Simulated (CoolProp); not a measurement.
Vapour pressure (MPa) of carbonyl sulfide: the reference equation beside estimates from Tc = 378.8 K, pc = 6.369 MPa, ω = 0.098. Clausius-Clapeyron is anchored at 288.3 K with a constant enthalpy of vaporisation of 15.36 kJ/mol.

Computed with CoolProp (reference Helmholtz-energy equation of state, Lemmon 2006). It is a short technical equation, of lower accuracy than the large ones.

```csv
T (K),reference,Lee-Kesler,Clausius-Clapeyron,van der Waals,Redlich-Kwong,Soave-Redlich-Kwong,Peng-Robinson
272.5,0.6378,0.6384,0.6864,1.466,0.6987,0.6389,0.6374
277.8,0.7449,0.7460,0.7812,1.613,0.8157,0.7472,0.7443
283.1,0.8646,0.8663,0.8848,1.769,0.9459,0.8686,0.8639
288.3,0.9953,0.9974,0.9953,1.931,1.087,1.001,0.9946
293.6,1.143,1.145,1.117,2.106,1.246,1.151,1.142
298.9,1.305,1.308,1.249,2.291,1.420,1.317,1.306
304.2,1.484,1.488,1.391,2.486,1.610,1.499,1.486
309.5,1.680,1.684,1.544,2.691,1.817,1.699,1.683
314.8,1.895,1.898,1.707,2.906,2.042,1.917,1.899
320,2.123,2.127,1.878,3.127,2.280,2.150,2.130
325.3,2.376,2.379,2.063,3.363,2.541,2.408,2.385
330.6,2.650,2.653,2.259,3.610,2.822,2.687,2.662
335.9,2.946,2.950,2.468,3.868,3.123,2.989,2.962
```

Absolute difference from the reference over all 13 rows, mean and median: Lee-Kesler 0.2 and 0.2 %, Clausius-Clapeyron 7.8 and 7.6 %, van der Waals 72.5 and 67.5 %, Redlich-Kwong 8.2 and 8.5 %, Soave-Redlich-Kwong 0.9 and 1.0 %, Peng-Robinson 0.2 and 0.1 %.
